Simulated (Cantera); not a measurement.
Feed: 1 mol SiO2, 7.8 mol CO, 0.1 mol N2, 7.1 mol C, held at 0.133 bar.

Method: chemical equilibrium by Gibbs-energy minimisation in Cantera with the NASA 1993 tables (ideal gas, pure condensed phases). Candidate condensed phases: C, Si, SiC, SiO2, Si2N2O, Si3N4; 34 gas species. The tables hold silica as quartz up to 1696 K and as liquid above; real silica turns to tridymite and cristobalite and melts near 1996 K. Equilibrium is a limit: real reactors are often held back by kinetics, nucleation or transport.

Task: What share of the Si ends up in condensed phases as a function of T (K), at 900, 1100, 1300, 1500, 1700, 1900, 2100, 2300, 2500?

Result: 
```json
[
 {"T (K)": "900", "Si condensed (%)": "100.0", "as": "SiO2(β-quartz)"},
 {"T (K)": "1100", "Si condensed (%)": "100.0", "as": "SiO2(β-quartz)"},
 {"T (K)": "1300", "Si condensed (%)": "100.0", "as": "SiO2(β-quartz)"},
 {"T (K)": "1500", "Si condensed (%)": "100.0", "as": "SiO2(β-quartz)"},
 {"T (K)": "1700", "Si condensed (%)": "96.0", "as": "SiC(s)"},
 {"T (K)": "1900", "Si condensed (%)": "92.9", "as": "SiC(s)"},
 {"T (K)": "2100", "Si condensed (%)": "88.7", "as": "SiC(s)"},
 {"T (K)": "2300", "Si condensed (%)": "82.3", "as": "SiC(s)"},
 {"T (K)": "2500", "Si condensed (%)": "64.2", "as": "SiC(s)"}
]
```
